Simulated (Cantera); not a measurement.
An isothermal, constant-pressure homogeneous reactor starts with H2 : O2 : N2 = 0.84 : 1 : 2.9 (molar parts), equivalence ratio 0.42, at 1050 K and 0.340 bar. Integrator tolerance rtol = 1e-08.

Computed with Cantera and GRI-Mech 3.0 (53 species, 325 reactions). The temperature is held fixed by assumption; the heat of reaction is taken as removed at once.

What does this change do: temperature 1050 to 800 K?


| quantity | before | after |
|---|---|---|
| x(H2) at 200 s | 3.32e-10 (gas-phase equilibrium 3.31e-10) | 0.0901 (gas-phase equilibrium <1e-12) |
| x(O2) at 200 s | 0.134 (gas-phase equilibrium 0.134) | 0.173 (gas-phase equilibrium 0.134) |
| x(H) at 200 s | <1e-12 (gas-phase equilibrium <1e-12) | 6.33e-9 (gas-phase equilibrium <1e-12) |
| x(NO2) at 200 s | 2.24e-8 (gas-phase equilibrium 7.03e-7) | <1e-12 (gas-phase equilibrium 2.13e-7) |
| x(O) at 200 s | 4.24e-10 (gas-phase equilibrium 4.23e-10) | 1.42e-9 (gas-phase equilibrium <1e-12) |
| x(NO) at 200 s | 1.25e-6 (gas-phase equilibrium 3.92e-5) | <1e-12 (gas-phase equilibrium 1.49e-6) |
Below about 950 K walls govern HO2 and H2O2 in real vessels.
